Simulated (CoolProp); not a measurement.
The fluid at 293.15 K and 10.2 MPa is throttled through a valve to 0.569 MPa with no heat exchange. The same conditions are run with several fluids, on thermodynamics alone (safety and materials aside).

The numbers come from the reference Helmholtz-energy equation of state of each fluid (R1233zd(E): Akasaka 2022; R143a: Lemmon and Jacobsen 2000; R404A: Lemmon 2003; toluene: Lemmon 2006; ethanol: Schroeder 2014) in CoolProp. Blends and air are pseudo-pure fits.

Problem. Rank R1233zd(E), R143a, R404A, toluene, ethanol by temperature change (K), highest first.

Solution. toluene (+4.5), ethanol (+3.5), R1233zd(E) (+3.1), R404A (-22.1), R143a (-22.7)

| fluid | final phase | final density (kg/m³) |
|---|---|---|
| R1233zd(E) | liquid | 1270 |
| R143a | two-phase, vapour fraction 0.182 | 124 |
| R404A | two-phase, vapour fraction 0.187 | 139 |
| toluene | liquid | 863 |
| ethanol | liquid | 787 |
